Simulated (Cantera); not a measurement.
Thermal oxidation and active oxidation of silicon: Si + O2 + H2 + H2O

Charge: 1 mol Si, 0.043 mol O2, 34 mol H2, a varied amount of H2O, at 1950 K and 10.0 mbar.

These are equilibrium values from Cantera (NASA tables, ideal gas, pure condensed phases), not measurements of a reactor. Candidate condensed phases: H2O, Si, SiO2; 18 gas species. Gases not in the tables: Si2H6 and higher silanes. The numbers say what is thermodynamically allowed, not how fast it happens.

```
n(H2O) (mol)   x H2   x SiO     x H2O     x H     x Si     x SiH    x SiH2  n Si(l)
------------  -----  ------  --------  ------  -------  --------  --------  -------
0.4           0.972  0.0138   1.06e-7  0.0113  0.00238  0.000180   7.71e-5    0.419
0.48          0.970  0.0160   1.23e-7  0.0113  0.00238  0.000179   7.69e-5    0.339
0.56          0.968  0.0182   1.39e-7  0.0113  0.00238  0.000179   7.68e-5    0.258
0.67          0.965  0.0212   1.61e-7  0.0113  0.00238  0.000179   7.65e-5    0.148
0.79          0.962  0.0244   1.85e-7  0.0112  0.00238  0.000179   7.63e-5   0.0271
0.94          0.960  0.0277  0.000719  0.0112  6.94e-7   5.20e-8   2.22e-8        0
1.1           0.956  0.0275   0.00512  0.0112  9.67e-8   7.23e-9   3.08e-9        0
1.3           0.951  0.0274    0.0106  0.0112  4.63e-8   3.46e-9   1.47e-9        0
1.6           0.943  0.0272    0.0186  0.0111  2.58e-8   1.92e-9  8.12e-10        0
1.9           0.935  0.0269    0.0265  0.0111  1.78e-8   1.32e-9  5.56e-10        0
```
x: gas mole fraction; n: condensed amount in mol.

From 0.4 mol H2O to 0.79 mol H2O the condensed part is Si(l). From 0.94 mol H2O to 1.9 mol H2O nothing is condensed. The main Si-bearing gas is SiO throughout.
